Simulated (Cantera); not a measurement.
An isothermal, constant-pressure homogeneous reactor starts with 47.3 % H₂, 33.8 % O₂, 18.9 % N₂, at 1400 K and 13300 Pa.

Model: GRI-Mech 3.0 (53 species, 325 reactions), integrated in Cantera. The temperature is held fixed by assumption; the heat of reaction is taken as removed at once.

One state of this run: x H₂ = 2.12e-6; x O₂ = 0.133; x N₂O = 4.21e-9; x NO = 1.19e-5; x H₂O₂ = 9.21e-9; x H = 1.95e-8; x NO₂ = 2.57e-8. x: mole fraction; the columns are a selection and need not sum to one.

Q: Which value of t (s) does it belong to?
(A) 60.0
(B) 0.0613
(C) 6.26e-5
(D) 0.000350

A: A, 60.0
